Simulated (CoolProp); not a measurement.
Vapour-liquid equilibrium of R113 (1) + n-heptane (2) at 717 kPa; x and y are mole fractions of (1).

The numbers come from the multi-fluid Helmholtz-energy mixture model, Marx 1992 and Span 2003; pair parameters Bell 2016 in CoolProp.

```tsv
x	bubble temperature (°C)	y at the bubble point	dew temperature at overall composition x (°C)	liquid density (mol/L)
0.05	(withheld)	0.119	180.3	5.300
0.2	163.3	(withheld)	173.5	5.579
0.35	152.0	0.596	166.0	5.839
0.5	143.0	0.730	(withheld)	6.086
0.65	(withheld)	(withheld)	148.5	6.329
0.8	129.6	0.908	(withheld)	6.578
0.95	124.2	(withheld)	126.3	6.844
```

Q: Some entries are withheld; supply them.

A: 
- 0.05, bubble temperature (°C): 177.2
- 0.2, y at the bubble point: 0.402
- 0.5, dew temperature at overall composition x (°C): 157.8
- 0.65, bubble temperature (°C): 135.7
- 0.65, y at the bubble point: 0.829
- 0.8, dew temperature at overall composition x (°C): 137.9
- 0.95, y at the bubble point: 0.978

No azeotrope shows between x = 0.05 and 0.95.

The pair parameters rest on a limited set of measurements; away from them the model extrapolates.
